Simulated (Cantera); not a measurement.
Input (Python, Cantera) and output of one run.

```python
import numpy as np
import cantera as ct

gas_names = """
    CL CL2 H HCL H2 Si SiCL SiCL2 SiCL3 SiCL4 SiH SiHCL3 SiH2 SiH2CL2 SiH3 SiH3CL SiH4 Si2 Si3
""".split()
cond_names = """
    Si(cr) Si(L)
""".split()


# ... load() reads the species with a 1 bar reference pressure and builds the phases ...
atoms = {
    'Si': {'Si': 1},
    'Cl2': {'CL': 2},
    'H2': {'H': 2},
}
top_T = {}  # K; cautious upper limits of use, not melting points


# ... equilibrate(T, P, feed) seeds the gas with the atoms and calls Mixture.equilibrate('TP', solver="vcs", rtol=1e-11, max_steps=5000) ...
results = []
feed = {'Si': 1, 'Cl2': 2.6, 'H2': 3}  # mol
T = 723.15  # K
P = 101325  # Pa
mix = equilibrate(T, P, feed)
results.append((T, P, feed, dict(zip(mix.species_names, mix.species_moles))))
print(gas.report(threshold=0.0001))
for i in range(1, mix.n_phases):
    print(f"{mix.phase(i).name:16s} {mix.phase_moles(i):12.5e} mol")
```

Output:

```
       temperature   723.15 K
          pressure   1.0132e+05 Pa
           density   0.80038 kg/m^3
  mean mol. weight   47.494 kg/kmol
   phase of matter   gas

                          1 kg             1 kmol
                     ---------------   ---------------
          enthalpy       -3.1414e+06        -1.492e+08  J
   internal energy        -3.268e+06       -1.5521e+08  J
           entropy            4981.2        2.3658e+05  J/K
    Gibbs function       -6.7435e+06       -3.2028e+08  J
 heat capacity c_p            965.21             45842  J/K
 heat capacity c_v            790.14             37527  J/K

                      mass frac. Y      mole frac. X     chem. pot. / RT
                     ---------------   ---------------   ---------------
               HCL           0.20035             0.261           -40.211
                H2          0.022141           0.52161           -17.402
             SiCL4           0.77714           0.21726           -155.01
            SiHCL3        0.00037093        0.00013007            -132.2
     [  +15 minor]        7.4501e-08        2.7664e-08

Si(cr)            0.00000e+00 mol
```

Method: chemical equilibrium by Gibbs-energy minimisation in Cantera with the NASA 1993 tables (ideal gas, pure condensed phases).
